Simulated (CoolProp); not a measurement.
A simple Rankine cycle with R21: condensing at 322.15 K, boiler at 4.34 MPa, turbine inlet 472 K, turbine efficiency 0.7, pump efficiency 0.6, no recuperator. Each further row changes one setting.

Values from CoolProp's reference Helmholtz-energy equation of state, Platzer 1990. This equation is an older, rougher fit; its heat capacities, sound speeds and derivatives of the liquid may be far off and weren't checked against measurements.

| case | thermal efficiency (%) | net work (kJ/kg) | heat in (kJ/kg) | turbine exit temperature (K) | volume ratio over the turbine |
|---|---|---|---|---|---|
| as stated | 14.1 | ? | 277 | ? | ? |
| condensing temperature 314.15 K | 15.1 | 43.0 | 285 | 346.4 | ? |
| boiler pressure 3.04 MPa | 13.2 | ? | ? | ? | ? |
| turbine efficiency 0.6 | 11.8 | 32.8 | 277 | 363.2 | 11.8 |

Task: Fill in the missing entries.

Result: 
- as stated, net work (kJ/kg): 39.1
- as stated, turbine exit temperature (K): 354.1
- as stated, volume ratio over the turbine: 11.5
- condensing temperature 314.15 K, volume ratio over the turbine: 14.3
- boiler pressure 3.04 MPa, net work (kJ/kg): 38.8
- boiler pressure 3.04 MPa, heat in (kJ/kg): 295
- boiler pressure 3.04 MPa, turbine exit temperature (K): 380.4
- boiler pressure 3.04 MPa, volume ratio over the turbine: 7.53
